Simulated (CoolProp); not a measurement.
Model: reference Helmholtz-energy equation of state, Bücker 2006, in CoolProp.

For n-butane, give the phase and the density (kg/m³), cp (kJ/(kg K)), speed of sound (m/s), conductivity (mW/(m K)) at 322.4 K and 51 bar; 448.7 K and 51 bar.


- 322.4 K and 51 bar: liquid; density 553, cp 2.54, speed of sound 833, conductivity 99.2
- 448.7 K and 51 bar: supercritical; density 202, cp 6.73, speed of sound 146, conductivity 58.4

Thermal conductivity comes from a separate model (Perkins 2002).
